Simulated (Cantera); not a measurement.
# Gas-phase reforming

A perfectly stirred reactor is fed with 70.9 % CH4, 16.3 % H2O, 12.8 % H2, at 22000 Pa; it is held at 2200 K, and followed from long to short residence time.

Detailed kinetics in Cantera: GRI-Mech 3.0 (53 species, 325 reactions). GRI-Mech 3.0 stops at C3 and has no aromatics, soot or wall deposition, so with more carbon than oxygen in the feed, carbon stays in small species such as C2H2 where larger ones or solid carbon would form.

```tsv
τ (s)	x CH4	x H2O	x H2	x H	x CH3	x CO2
1.8	0.00105	0.000207	0.757	0.0104	0.000274	4.44e-6
0.72	0.00167	0.000524	0.756	0.0102	0.000427	1.12e-5
0.28	0.00278	0.00137	0.755	0.00981	0.000688	2.91e-5
0.11	0.00477	0.00356	0.752	0.00927	0.00112	7.39e-5
0.045	0.00816	0.00862	0.746	0.00858	0.00178	0.000170
0.018	0.0143	0.0195	0.734	0.00778	0.00286	0.000338
0.0071	0.0251	0.0380	0.712	0.00694	0.00461	0.000505
0.0028	0.0438	0.0608	0.680	0.00612	0.00733	0.000503
0.0011	0.0756	0.0816	0.639	0.00533	0.0115	0.000324
0.00045	0.125	0.0975	0.588	0.00457	0.0173	0.000145
```
x: mole fraction; the columns are a selection and need not sum to one.
